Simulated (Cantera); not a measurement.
Cantera run:

```python
import numpy as np
import cantera as ct

gas_names = """
    B BN BO BO2 B2 B2O B2O2 B2O3 N NO NO2 NO3 N2 N2O O O2 O3
""".split()
cond_names = """
    B(b) B(L) BN(s) B2O3(L)
""".split()


def load(file, names, dense=False):
    # The tables refer to 1 bar. Condensed volumes are neglected.
    table = {s.name: s for s in ct.Species.list_from_file(file)}
    out = []
    for n in names:
        d = dict(table[n].input_data)
        d["thermo"] = dict(d["thermo"], **{"reference-pressure": 1e5})
        if dense:
            d["equation-of-state"] = {"model": "constant-volume", "density": "1e6 g/cm^3"}
        out.append(ct.Species.from_dict(d))
    return out


gas = ct.Solution(thermo="ideal-gas", species=load("nasa_gas.yaml", gas_names))
cond = {s.name: ct.Solution(thermo="fixed-stoichiometry", species=[s], name=s.name)
        for s in load("nasa_condensed.yaml", cond_names, dense=True)}
atoms = {
    'B2O3': {'B': 2, 'O': 3},
    'N2': {'N': 2},
    'O2': {'O': 2},
}
top_T = {'BN(s)': 3200}  # K; cautious upper limits of use, not melting points


def equilibrate(T, P, feed):
    n = {}
    for name, mol in feed.items():
        for a, k in atoms[name].items():
            n[a] = n.get(a, 0.0) + k * mol
    gas.TPX = T, P, n
    mass = sum(n.values()) * gas.mean_molecular_weight
    gas.equilibrate("TP")
    valid = [c for c in cond.values() if c.min_temp <= T <= top_T.get(c.name, c.max_temp)]
    mix = ct.Mixture([(gas, mass / gas.mean_molecular_weight)] + [(c, 0.0) for c in valid])
    mix.T, mix.P = T, P
    mix.equilibrate("TP", solver="vcs", rtol=1e-11, max_steps=5000)
    return mix


results = []
feed = {'B2O3': 1, 'N2': 2, 'O2': 0.35}  # mol
P = 100000  # Pa
for T in [1575, 1625, 1675, 1725, 1775, 1825, 1875, 1925, 1975, 2025, 2075, 2125]:
    mix = equilibrate(T, P, feed)
    results.append((T, P, feed, dict(zip(mix.species_names, mix.species_moles))))

top = {s: max(r[3][s] / sum(r[3][g] for g in gas_names) for r in results) for s in gas_names}
cols = sorted((s for s in top if top[s] > 1e-06), key=lambda s: -top[s])[:6]
seen = [c for c in cond_names if any(r[3].get(c, 0) > 1e-12 for r in results)]
print("log10 of partial pressures in bar; condensed amounts in mol")
print(f"{'T/K':>10s}" + "".join(f"{s[:9]:>10s}" for s in cols + seen))
for T, P, feed, n in results:
    ng = sum(n[g] for g in gas_names)
    print(f"{T:10.4g}" + "".join(f"{np.log10(max(n[s] / ng * P / 1e5, 1e-99)):10.3f}" for s in cols)
          + "".join(f"{n.get(c, 0):10.4g}" for c in seen))
```

Output:

```
log10 of partial pressures in bar; condensed amounts in mol
       T/K        N2      B2O3        O2       BO2        NO         O   B2O3(L)
      1575    -0.070    -4.031    -0.829    -4.627    -2.820    -5.385    0.9998
      1625    -0.071    -3.643    -0.830    -4.294    -2.727    -5.126    0.9994
      1675    -0.071    -3.280    -0.831    -3.983    -2.640    -4.882    0.9986
      1725    -0.071    -2.939    -0.832    -3.690    -2.558    -4.652    0.9971
      1775    -0.072    -2.618    -0.833    -3.414    -2.481    -4.436    0.9939
      1825    -0.073    -2.316    -0.836    -3.154    -2.409    -4.231    0.9878
      1875    -0.076    -2.031    -0.839    -2.909    -2.342    -4.038    0.9764
      1925    -0.080    -1.762    -0.845    -2.677    -2.281    -3.857    0.9561
      1975    -0.087    -1.508    -0.854    -2.459    -2.226    -3.686    0.9202
      2025    -0.098    -1.266    -0.869    -2.253    -2.179    -3.526    0.8578
      2075    -0.117    -1.037    -0.892    -2.061    -2.143    -3.379    0.7495
      2125    -0.149    -0.820    -0.930    -1.881    -2.124    -3.247    0.5574
```

These are equilibrium values from Cantera (NASA tables, ideal gas, pure condensed phases), not measurements of a reactor.
